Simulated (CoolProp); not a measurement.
The numbers come from the reference Helmholtz-energy equation of state, Platzer 1990 in CoolProp. This equation is an older, rougher fit; its heat capacities, sound speeds and derivatives of the liquid may be far off and weren't checked against measurements.

Give the vapour pressure (MPa), liquid density (kg/m³), vapour Z, surface tension (mN/m) of saturated CF4 (R14) at -86.65 °C.


```
T (°C)  p (MPa)  liquid density (kg/m³)  vapour Z  surface tension (mN/m)
------  -------  ----------------------  --------  ----------------------
-86.65    0.926                    1350     0.819                    5.05
```

Surface tension comes from a separate correlation (Mulero 2012).
